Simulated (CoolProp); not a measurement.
Properties of R1336mzz(Z) along the isobar 0.205 MPa (Tc = 444.5 K, pc = 2.904 MPa, ω = 0.386).

Model: reference Helmholtz-energy equation of state, McLinden 2020, in CoolProp.

```
T (K)  phase  density (kg/m³)  cp (kJ/(kg K))  expansivity (1/kK)
-----  -----  ---------------  --------------  ------------------
435.1    gas            9.561           1.065               2.545
439.7    gas            9.451           1.070               2.508
444.4    gas            9.341           1.074               2.473
449      gas            9.236           1.079               2.439
453.6    gas            9.134           1.083               2.407
458.3    gas            9.032           1.088               2.375
462.9    gas            8.934           1.092               2.344
467.6    gas            8.837           1.097               2.314
472.2    gas            8.744           1.101               2.286
476.8    gas            8.653           1.105               2.258
481.5    gas            8.562           1.109               2.231
486.1    gas            8.475           1.113               2.205
490.7    gas            8.390           1.117               2.179
495.4    gas            8.305           1.122               2.154
500      gas            8.224           1.126               2.130
```
